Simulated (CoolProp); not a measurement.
Aqueous potassium acetate as a coolant, 45 % by mass, freezing at -52.0 °C, 1 atm.

Model: Melinder's fits for secondary coolants, in CoolProp.

```csv
T (°C),conductivity (W/(m K)),viscosity (mPa s),cp (kJ/(kg K)),density (kg/m³)
-43.5,0.392,?,2.667,1269
-34.3,0.402,63.8,2.691,1267
-25.1,0.411,?,2.715,1265
-15.9,0.420,18.1,2.739,1262
-6.7,0.429,11.2,2.763,1258
2.5,0.438,?,2.787,?
11.7,?,?,2.810,1250
20.9,?,4.14,2.833,1245
30.1,0.466,3.26,2.856,1240
39.3,0.475,2.61,2.878,1235
```

Question: What belongs in the gaps?

Answer: 
- -43.5, viscosity (mPa s): 144
- -25.1, viscosity (mPa s): 32.1
- 2.5, viscosity (mPa s): 7.58
- 2.5, density (kg/m³): 1254
- 11.7, conductivity (W/(m K)): 0.448
- 11.7, viscosity (mPa s): 5.46
- 20.9, conductivity (W/(m K)): 0.457
